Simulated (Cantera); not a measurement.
An isothermal, constant-pressure homogeneous reactor starts with C₂H₆ : N₂ = 1 : 170 (molar parts), at 1475 K and 0.000543 atm.

Computed with Cantera and GRI-Mech 3.0 (53 species, 325 reactions). GRI-Mech 3.0 stops at C3 and has no aromatics, soot or wall deposition, so with more carbon than oxygen in the feed, carbon stays in small species such as C2H2 where larger ones or solid carbon would form. Radical loss at walls, strong at low pressure, is not modelled.

Q: Predict: x(C₂H₆) at 1.00 s; x(CH₂) at 1.00 s; x(H) at 1.00 s; x(H₂) at 1.00 s; x(C₂H₂) at 1.00 s; x(CH₄) at 1.00 s.

A: x(C₂H₆) at 1.00 s: 5.01e-7 (gas-phase equilibrium <1e-12)
x(CH₂) at 1.00 s: 1.65e-6 (gas-phase equilibrium 7.31e-12)
x(H) at 1.00 s: 0.000165 (gas-phase equilibrium 5.98e-5)
x(H₂) at 1.00 s: 0.00941 (gas-phase equilibrium 0.0115)
x(C₂H₂) at 1.00 s: 0.00455 (gas-phase equilibrium 0.000490)
x(CH₄) at 1.00 s: 0.000733 (gas-phase equilibrium 1.68e-8)
